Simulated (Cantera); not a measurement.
Gas mixture: 31.5 % CO2, 10.7 % H2O, 57.7 % CH3OH, at 2670 Pa, frozen composition.

Cantera's kinetic-theory transport with the Lennard-Jones parameters of GRI-Mech 3.0, ideal gas; thermal conductivity in the multicomponent form. Polar gases are described roughly by these parameters. The composition is frozen, though it would react at the higher temperatures.

One state of this run: ρ (kg/m³) = 0.00957; cp (J/kg/K) = 2254; μ (µPa s) = 39.2; λ (mW/m/K) = 120; Pr = 0.735; D (cm²/s) N2 = 66.8; D (cm²/s) OH = 103; D (cm²/s) CH3 = 74.3. D: mixture-averaged diffusion coefficient of that species in the mixture.

Question: Which value of T (K) does it belong to?
(A) 1150
(B) 1400
(C) 900
(D) 650

Answer: A, 1150
